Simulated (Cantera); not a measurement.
NO annealing gas

A perfectly stirred reactor is fed with NO : N2 = 1 : 0.18 (molar parts), at 1350 Torr; it is held at 1673 K, and followed from long to short residence time.

Model: GRI-Mech 3.0 (53 species, 325 reactions), integrated in Cantera.

```csv
τ (s),x NO,x N2O,x O,x O2,x N2
9.2,0.419,6.84e-5,1.17e-5,0.212,0.366
2.9,0.589,0.000136,9.20e-6,0.127,0.281
0.93,0.724,0.000207,6.55e-6,0.0601,0.214
0.30,0.799,0.000252,4.44e-6,0.0230,0.176
0.095,0.831,0.000267,3.12e-6,0.00749,0.160
0.030,0.842,0.000256,2.41e-6,0.00213,0.155
0.0096,0.846,0.000214,1.86e-6,0.000471,0.153
```
x: mole fraction; the columns are a selection and need not sum to one.
